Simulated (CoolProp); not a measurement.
Vapour-liquid equilibrium of n-butane (1) + cyclohexane (2) at 0.38 MPa; x and y are mole fractions of (1).

Values from CoolProp's multi-fluid Helmholtz-energy mixture model, Bücker 2006 and Zhou 2014; pair parameters Bell 2016.

Q: Give the bubble temperature and the first vapour's composition at x = 0.05, 0.35, 0.95. Is there an azeotrope?

A: x = 0.05: 396.7 K, y = 0.202; x = 0.35: 353.1 K, y = 0.817; x = 0.95: 315.2 K, y = 0.996. No azeotrope shows between x = 0.05 and 0.95.

Pair parameters are fitted to limited data, so mixtures are less certain than the pure fluids.
